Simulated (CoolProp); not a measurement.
A Linde-Hampson liquefier for normal hydrogen: isothermal reversible compression at 300 K from 1 atm to 40 MPa, throttling to 1 atm, return gas leaving the recuperator 5 K below the feed. Each further row changes one setting.

The numbers come from the reference Helmholtz-energy equation of state, Leachman 2009 in CoolProp.

```
case                        compression work (kJ/kg of gas)
--------------------------  -------------------------------
as stated                                              7700
high pressure 80 MPa                                   8870
warm-end temperature 330 K                             8440
warm-end gap 10 K                                      7700
```
